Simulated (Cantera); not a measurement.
# Thermodynamics of silicon epitaxy and polysilicon growth, feed Si3H8 + HCl + H2

Input: 1 mol Si3H8, 0.31 mol HCl, 8.3 mol H2, equilibrated at 0.0180 bar.

These are equilibrium values from Cantera (NASA tables, ideal gas, pure condensed phases), not measurements of a reactor. Candidate condensed phases: Si; 19 gas species. The feed counts by its element totals alone. The tables' values for SiCl3, SiCl are old estimates; treat these amounts as uncertain. Gases not in the tables: Si2H6 and higher silanes. The numbers say what is thermodynamically allowed, not how fast it happens.

From 923 K to 1673 K the condensed part is Si(s). From 1748 K to 1823 K the condensed part is Si(l). The main Si-bearing gas is SiCl4 at 923 K and SiCl2 at 1823 K.

```json
[
 {"T (K)": "923", "log p H2": "-1.75", "log p HCl": "-3.91", "log p H": "-10.49", "log p SiCl4": "-4.25", "log p SiCl2": "-5.92", "log p SiHCl3": "-4.53", "log p Si": "<-13", "n Si(s)": "2.94", "n Si(l)": "0"},
 {"T (K)": "998", "log p H2": "-1.75", "log p HCl": "-3.66", "log p H": "-9.54", "log p SiCl4": "-4.44", "log p SiCl2": "-5.34", "log p SiHCl3": "-4.69", "log p Si": "<-13", "n Si(s)": "2.95", "n Si(l)": "0"},
 {"T (K)": "1073", "log p H2": "-1.75", "log p HCl": "-3.50", "log p H": "-8.73", "log p SiCl4": "-4.82", "log p SiCl2": "-4.95", "log p SiHCl3": "-4.98", "log p Si": "<-13", "n Si(s)": "2.97", "n Si(l)": "0"},
 {"T (K)": "1148", "log p H2": "-1.75", "log p HCl": "-3.43", "log p H": "-8.02", "log p SiCl4": "-5.42", "log p SiCl2": "-4.76", "log p SiHCl3": "-5.45", "log p Si": "-12.74", "n Si(s)": "2.98", "n Si(l)": "0"},
 {"T (K)": "1223", "log p H2": "-1.75", "log p HCl": "-3.41", "log p H": "-7.40", "log p SiCl4": "-6.13", "log p SiCl2": "-4.68", "log p SiHCl3": "-5.99", "log p Si": "-11.49", "n Si(s)": "2.98", "n Si(l)": "0"},
 {"T (K)": "1298", "log p H2": "-1.75", "log p HCl": "-3.41", "log p H": "-6.85", "log p SiCl4": "-6.81", "log p SiCl2": "-4.63", "log p SiHCl3": "-6.50", "log p Si": "-10.39", "n Si(s)": "2.98", "n Si(l)": "0"},
 {"T (K)": "1373", "log p H2": "-1.75", "log p HCl": "-3.41", "log p H": "-6.36", "log p SiCl4": "-7.43", "log p SiCl2": "-4.60", "log p SiHCl3": "-6.97", "log p Si": "-9.41", "n Si(s)": "2.98", "n Si(l)": "0"},
 {"T (K)": "1448", "log p H2": "-1.75", "log p HCl": "-3.41", "log p H": "-5.91", "log p SiCl4": "-7.98", "log p SiCl2": "-4.58", "log p SiHCl3": "-7.40", "log p Si": "-8.53", "n Si(s)": "2.98", "n Si(l)": "0"},
 {"T (K)": "1523", "log p H2": "-1.75", "log p HCl": "-3.41", "log p H": "-5.51", "log p SiCl4": "-8.49", "log p SiCl2": "-4.56", "log p SiHCl3": "-7.78", "log p Si": "-7.74", "n Si(s)": "2.98", "n Si(l)": "0"},
 {"T (K)": "1598", "log p H2": "-1.75", "log p HCl": "-3.42", "log p H": "-5.15", "log p SiCl4": "-8.94", "log p SiCl2": "-4.54", "log p SiHCl3": "-8.12", "log p Si": "-7.03", "n Si(s)": "2.98", "n Si(l)": "0"},
 {"T (K)": "1673", "log p H2": "-1.76", "log p HCl": "-3.42", "log p H": "-4.82", "log p SiCl4": "-9.36", "log p SiCl2": "-4.52", "log p SiHCl3": "-8.44", "log p Si": "-6.38", "n Si(s)": "2.98", "n Si(l)": "0"},
 {"T (K)": "1748", "log p H2": "-1.76", "log p HCl": "-3.41", "log p H": "-4.52", "log p SiCl4": "-9.76", "log p SiCl2": "-4.55", "log p SiHCl3": "-8.76", "log p Si": "-5.84", "n Si(s)": "0", "n Si(l)": "2.98"},
 {"T (K)": "1823", "log p H2": "-1.76", "log p HCl": "-3.41", "log p H": "-4.24", "log p SiCl4": "-10.15", "log p SiCl2": "-4.59", "log p SiHCl3": "-9.07", "log p Si": "-5.35", "n Si(s)": "0", "n Si(l)": "2.98"}
]
```
log p: log10 of the partial pressure in bar; n: condensed amount in mol.
